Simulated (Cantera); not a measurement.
**Premixed flame**

A freely propagating, adiabatic, planar premixed flame of 12.8 % CH4, 18.3 % O2, 68.8 % N2, unburnt at 650 K and 0.987 atm; mixture-averaged transport, grid criteria slope 0.08 and curve 0.16, no radiation.

Model: GRI-Mech 3.0 (53 species, 325 reactions), integrated in Cantera. Burning velocities carry a grid error of a few per cent, more on coarse grids.

| z (mm) | T (K) | u (m/s) | x CH4 | x O2 | x C2H2 | x NO | x CH2 | x N2O |
|---|---|---|---|---|---|---|---|---|
| -1.33 | 651 | 0.922 | 0.128 | 0.183 | 5.44e-8 | <1e-8 | <1e-8 | <1e-8 |
| -0.889 | 655 | 0.934 | 0.126 | 0.181 | 7.68e-7 | 2.44e-8 | <1e-8 | <1e-8 |
| -0.667 | 672 | 0.964 | 0.124 | 0.179 | 4.53e-6 | 1.21e-7 | <1e-8 | <1e-8 |
| -0.445 | 768 | 1.12 | 0.115 | 0.171 | 4.02e-5 | 8.88e-7 | <1e-8 | <1e-8 |
| -0.222 | 1184 | 1.76 | 0.0791 | 0.131 | 0.000344 | 6.35e-6 | 1.99e-7 | <1e-8 |
| -0.111 | 1559 | 2.35 | 0.0445 | 0.0873 | 0.000878 | 1.36e-5 | 8.72e-6 | 1.66e-8 |
| 0 | 1902 | 2.91 | 0.0135 | 0.0405 | 0.00165 | 2.61e-5 | 7.62e-5 | 2.50e-8 |
| 0.111 | 2077 | 3.19 | 0.00221 | 0.0136 | 0.00115 | 4.61e-5 | 8.33e-5 | 2.41e-8 |
| 0.222 | 2134 | 3.27 | 0.000313 | 0.00415 | 0.000398 | 6.89e-5 | 2.72e-5 | 2.10e-8 |
| 0.445 | 2158 | 3.30 | 1.03e-5 | 0.000665 | 3.56e-5 | 0.000100 | 1.49e-6 | 1.58e-8 |
| 0.889 | 2171 | 3.31 | 9.03e-8 | 0.000280 | 6.19e-7 | 0.000124 | 1.62e-8 | 1.12e-8 |
| 1.78 | 2186 | 3.33 | <1e-8 | 0.000186 | <1e-8 | 0.000135 | <1e-8 | <1e-8 |
| 3.56 | 2202 | 3.36 | <1e-8 | 0.000104 | <1e-8 | 0.000138 | <1e-8 | <1e-8 |
x: mole fraction of selected species; z is measured from the peak of heat release.

```yaml
laminar_burning_velocity: 91.8 cm/s
thermal_thickness: 0.445 mm
peak x(C2H2): 0.00168
peak x(CH2): 9.91e-5
grid_points: 134
```
